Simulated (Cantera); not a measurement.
A freely propagating, adiabatic, planar premixed flame of H2 : O2 : N2 : H2O = 1 : 0.333 : 1.25 : 0.16 (molar parts), equivalence ratio 1.5, unburnt at 425 K and 0.109 atm; mixture-averaged transport, grid criteria slope 0.08 and curve 0.16, no radiation.

Computed with Cantera and the H2/O2 subset of GRI-Mech 3.0, which has no nitrogen chemistry. Burning velocities carry a grid error of a few per cent, more on coarse grids.

**Question.** How do the results move with these cheaper or finer settings: unity-Lewis-number transport; multicomponent transport; multicomponent+Soret transport; grid criteria slope 0.5, curve 1; grid criteria slope 0.25, curve 0.5; grid criteria slope 0.03, curve 0.06?

**Answer.** 
```json
[
 {"setting": "as above", "laminar burning velocity": "366 cm/s", "thermal thickness": "6.91 mm", "peak x(HO2)": "9.97e-5", "peak x(H2O2)": "1.04e-5", "grid points": "141"},
 {"setting": "unity-Lewis-number transport", "laminar burning velocity": "214 cm/s", "thermal thickness": "5.48 mm", "peak x(HO2)": "7.93e-5", "peak x(H2O2)": "4.25e-6", "grid points": "131"},
 {"setting": "multicomponent transport", "laminar burning velocity": "358 cm/s", "thermal thickness": "6.94 mm", "peak x(HO2)": "9.96e-5", "peak x(H2O2)": "1.04e-5", "grid points": "141"},
 {"setting": "multicomponent+Soret transport", "laminar burning velocity": "343 cm/s", "thermal thickness": "6.81 mm", "peak x(HO2)": "0.000100", "peak x(H2O2)": "1.07e-5", "grid points": "141"},
 {"setting": "grid criteria slope 0.5, curve 1", "laminar burning velocity": "403 cm/s", "thermal thickness": "8.70 mm", "peak x(HO2)": "9.14e-5", "peak x(H2O2)": "8.31e-6", "grid points": "46"},
 {"setting": "grid criteria slope 0.25, curve 0.5", "laminar burning velocity": "382 cm/s", "thermal thickness": "7.61 mm", "peak x(HO2)": "9.72e-5", "peak x(H2O2)": "8.95e-6", "grid points": "74"},
 {"setting": "grid criteria slope 0.03, curve 0.06", "laminar burning velocity": "362 cm/s", "thermal thickness": "6.73 mm", "peak x(HO2)": "0.000101", "peak x(H2O2)": "1.07e-5", "grid points": "319"}
]
```
Unity Lewis numbers drop preferential diffusion, which matters most where H2 and H carry the flame; Soret adds thermal diffusion.
